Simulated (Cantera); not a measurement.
## Hydrocarbon pyrolysis for carbon deposition

A perfectly stirred reactor is fed with 5.56 % C2H6, 94.4 % H2, at 0.00720 bar; it is held at 1575 K, and followed from long to short residence time.

Computed with Cantera and GRI-Mech 3.0 (53 species, 325 reactions). GRI-Mech 3.0 stops at C3 and has no aromatics, soot or wall deposition, so with more carbon than oxygen in the feed, carbon stays in small species such as C2H2 where larger ones or solid carbon would form. Radical loss at walls, strong at low pressure, is not modelled.

```tsv
τ (s)	x C2H6	x H2	x H	x CH4	x C2H4
0.64	0.000107	0.928	0.00109	0.0364	0.000685
0.28	0.000215	0.925	0.00124	0.0425	0.00119
0.13	0.000412	0.921	0.00139	0.0478	0.00198
0.055	0.000855	0.918	0.00158	0.0527	0.00339
0.024	0.00174	0.916	0.00176	0.0558	0.00546
0.011	0.00340	0.915	0.00191	0.0565	0.00796
0.0048	0.00694	0.915	0.00199	0.0534	0.0106
0.0021	0.0141	0.920	0.00190	0.0439	0.0119
0.00094	0.0264	0.928	0.00155	0.0274	0.0104
```
x: mole fraction; the columns are a selection and need not sum to one.
